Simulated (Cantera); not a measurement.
Feed: 1 mol Si, a varied amount of HCl, at 625 K and 500 Pa.

Equilibrium computed with Cantera from the NASA thermochemical tables; the gas is ideal and each condensed phase is pure. Candidate condensed phases: Si; 19 gas species. Kinetics and transport are ignored.

### Question
Which condensed phases are stable at each of these points (n(HCl) (mol)): 2.7, 3.3, 3.9, 4.7, 5.7, 6.9, 8.2, 9.9, 12?

### Answer
```
n(HCl) (mol)  condensed phases  Si condensed (%)
------------  ----------------  ----------------
2.7                      Si(s)              30.8
3.3                      Si(s)              15.4
3.9                   gas only               0.0
4.7                   gas only               0.0
5.7                   gas only               0.0
6.9                   gas only               0.0
8.2                   gas only               0.0
9.9                   gas only               0.0
12                    gas only               0.0
```

From 2.7 mol HCl to 3.3 mol HCl the condensed part is Si(s). From 3.9 mol HCl to 12 mol HCl nothing is condensed.
